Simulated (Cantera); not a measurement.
Gas mixture: C3H8 : CO2 : CO : H2O = 0.11 : 0.23 : 0.13 : 0.78 (molar parts), at 1.95 Torr, frozen composition.

Cantera's kinetic-theory transport with the Lennard-Jones parameters of GRI-Mech 3.0, ideal gas; thermal conductivity in the mixture-averaged form. Polar gases are described roughly by these parameters. The composition is frozen, though it would react at the higher temperatures.

D: mixture-averaged diffusion coefficient of that species in the mixture.

```csv
T (K),ρ (kg/m³),cp (J/kg/K),μ (µPa s),λ (mW/m/K),Pr,D (cm²/s) O,D (cm²/s) CH4,D (cm²/s) CO2
400,0.00204,1543,?,33.4,0.726,206,135,99.4
500,0.00163,1652,?,43.6,0.737,308,205,153
600,0.00136,1755,?,54.3,0.745,424,285,216
700,0.00117,1849,?,65.5,0.750,555,376,287
800,0.00102,1935,?,76.9,0.752,698,477,366
900,0.000908,2014,?,88.5,0.753,854,586,453
1000,0.000817,2089,36.2,100,0.755,1020,704,546
1100,0.000743,2153,?,112,0.755,1200,829,647
```

Some entries are withheld; supply them.


- 400, μ (µPa s): 15.7
- 500, μ (µPa s): 19.5
- 600, μ (µPa s): 23.1
- 700, μ (µPa s): 26.5
- 800, μ (µPa s): 29.9
- 900, μ (µPa s): 33.1
- 1100, μ (µPa s): 39.2
